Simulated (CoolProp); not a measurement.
Properties of ethylbenzene along the isotherm 346.85 °C.

Values from CoolProp's reference Helmholtz-energy equation of state, Zhou 2012.

```csv
p (kPa),phase,Z,cp (kJ/(kg K)),speed of sound (m/s),isothermal compressibility (1/MPa)
5.73,gas,0.9994,2.278,224.1,174.6
8.92,gas,0.9991,2.279,224.1,112.2
13.9,gas,0.9986,2.279,224.0,72.04
21.6,gas,0.9979,2.279,223.8,46.39
33.7,gas,0.9967,2.280,223.6,29.77
52.4,gas,0.9949,2.281,223.2,19.18
81.6,gas,0.9920,2.283,222.6,12.35
127,gas,0.9875,2.286,221.7,7.974
198,gas,0.9805,2.290,220.2,5.152
308,gas,0.9695,2.298,217.9,3.351
480,gas,0.9519,2.310,214.2,2.192
747,gas,0.9239,2.333,208.3,1.454
1160,gas,0.8784,2.375,198.5,0.9920
1810,gas,0.7992,2.474,180.9,0.7165
```
